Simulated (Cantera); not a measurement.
An adiabatic, constant-pressure homogeneous reactor starts with 5.71 % CH4, 1.09 % CO, 12.6 % O2, 80.6 % N2, equivalence ratio 0.95, at 1625 K and 9.87 atm.

Detailed kinetics in Cantera: GRI-Mech 3.0 (53 species, 325 reactions).

Question: Predict: time of steepest temperature rise; temperature at 2.00 s; equilibrium temperature; x(CO) at 2.00 s; x(O2) at 2.00 s; x(N2O) at 2.00 s; x(H2O2) at 2.00 s.

Answer: 
| Item | Result |
|---|---|
| time of steepest temperature rise | 97.8 µs |
| temperature at 2.00 s | 2679 K |
| equilibrium temperature | 2679 K |
| x(CO) at 2.00 s | 0.0146 (gas-phase equilibrium 0.0146) |
| x(O2) at 2.00 s | 0.0106 (gas-phase equilibrium 0.0106) |
| x(N2O) at 2.00 s | 1.24e-6 (gas-phase equilibrium 1.24e-6) |
| x(H2O2) at 2.00 s | 3.45e-7 (gas-phase equilibrium 3.45e-7) |
